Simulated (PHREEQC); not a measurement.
Make-up at 85 °C: 180 mmol/kgw HF, 1.6 mmol/kgw CsF and 30 mmol/kgw H2SO4. Closed to the air; pH follows from the charge balance.

Model: ion-association model, wateq4f.dat, run in PHREEQC.

Precipitation was switched off in this run.

Question: Predict the pH.

Answer: pH 1.53.

Question: In which forms is F present?

Answer: HF 91 %, H2F2 7.3 %, HF2- 1.1 %, F- 0.8 % of the F.

wateq4f.dat counts part of the HF as a dimer, H2F2, which phreeqc.dat doesn't know; its constant is uncertain. Away from 25 °C the constants follow the database's enthalpies or fits; those with neither stay at their 25 °C values.
